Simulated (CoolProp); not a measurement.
A simple Rankine cycle with R1336mzz(E): condensing at 333.15 K, boiler at 1.67 MPa, turbine inlet 409 K, turbine efficiency 0.7, pump efficiency 0.7, no recuperator. Each further row changes one setting.

Model: reference Helmholtz-energy equation of state, Akasaka 2023, in CoolProp.

```csv
case,thermal efficiency (%),net work (kJ/kg),heat in (kJ/kg),turbine exit temperature (K),volume ratio over the turbine
as stated,(withheld),11.2,179,381.3,(withheld)
condensing temperature 325.15 K,7.3,13.8,(withheld),(withheld),(withheld)
boiler pressure 1.17 MPa,(withheld),8.21,187,392.3,2.14
turbine efficiency 0.6,5.2,9.40,179,(withheld),3.27
```

Problem. Fill in the missing entries.

Solution. 
- as stated, thermal efficiency (%): 6.2
- as stated, volume ratio over the turbine: 3.24
- condensing temperature 325.15 K, heat in (kJ/kg): 190
- condensing temperature 325.15 K, turbine exit temperature (K): 376.8
- condensing temperature 325.15 K, volume ratio over the turbine: 4.08
- boiler pressure 1.17 MPa, thermal efficiency (%): 4.4
- turbine efficiency 0.6, turbine exit temperature (K): 383.2
